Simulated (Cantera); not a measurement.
Cantera run:

```python
import numpy as np
import cantera as ct

gas_names = """
    Fe FeO Fe(OH)2 H HO2 H2 H2O H2O2 O OH O2 O3
""".split()
cond_names = """
    Fe(a) Fe(c) Fe(d) Fe(L) FeO(s) FeO(L) Fe(OH)2(s) Fe(OH)3(s) Fe2O3(s) Fe3O4(s) H2O(s) H2O(L)
""".split()


# ... load() reads the species with a 1 bar reference pressure and builds the phases ...
atoms = {
    'Fe2O3': {'Fe': 2, 'O': 3},
    'H2': {'H': 2},
}
top_T = {'Fe2O3(s)': 1830, 'Fe3O4(s)': 1870}  # K; cautious upper limits of use, not melting points


# ... equilibrate(T, P, feed) seeds the gas with the atoms and calls Mixture.equilibrate('TP', solver="vcs", rtol=1e-11, max_steps=5000) ...
results = []
feed = {'Fe2O3': 1, 'H2': 49}  # mol
T = 2223  # K
P = 100000  # Pa
mix = equilibrate(T, P, feed)
results.append((T, P, feed, dict(zip(mix.species_names, mix.species_moles))))
print(gas.report(threshold=1e-05))
for i in range(1, mix.n_phases):
    print(f"{mix.phase(i).name:16s} {mix.phase_moles(i):12.5e} mol")
```

It prints:

```
       temperature   2223 K
          pressure   1e+05 Pa
           density   0.017138 kg/m^3
  mean mol. weight   3.1677 kg/kmol
   phase of matter   gas

                          1 kg             1 kmol
                     ---------------   ---------------
          enthalpy        1.5801e+07        5.0052e+07  J
   internal energy        9.9658e+06        3.1569e+07  J
           entropy             62883        1.9919e+05  J/K
    Gibbs function       -1.2399e+08       -3.9275e+08  J
 heat capacity c_p             11333             35900  J/K
 heat capacity c_v            8708.4             27586  J/K

                      mass frac. Y      mole frac. X     chem. pot. / RT
                     ---------------   ---------------   ---------------
                Fe          0.060268         0.0034186           -8.2197
                 H         0.0019654         0.0061763           -9.9477
                H2           0.59162           0.92959           -19.895
               H2O           0.34545          0.060742            -43.83
                OH        0.00031294        5.8288e-05           -33.882
     [   +7 minor]        0.00038974        1.5408e-05

Fe(L)             1.83064e+00 mol
FeO(L)            0.00000e+00 mol
```

Cantera equilibrium calculation (NASA polynomials, part measured and part estimated; ideal gas, pure solids and liquids).
